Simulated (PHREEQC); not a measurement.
A made-up water analysis in mmol/kgw, 25 °C, pH 6.26, pe -0.5:

```
constituent           mmol/kgw
--------------------  --------
Na                      0.0213
K                        0.139
Ca                       0.139
Mg                       0.478
Cl                       0.292
S(6)                     0.253
Alkalinity (meq/kgw)     0.126
Fe(2)                   0.0106
Ba                    0.000653
N(-3)                   0.0201
Si                     0.00065
```

Cl is adjusted to close the charge balance.
Valence states are taken as typed.

Equilibrium calculation in PHREEQC: ion-association model, phreeqc.dat.

The ionic strength comes out as 0.00223 mol/kgw. What activity coefficients do HCO3-, Fe+2, Cl-, K+, Na+ get?

HCO3- 0.95, Fe+2 0.82, Cl- 0.95, K+ 0.95, Na+ 0.95.

This is a speciation only: nothing precipitates in the calculation. Species that the database lacks are ignored.
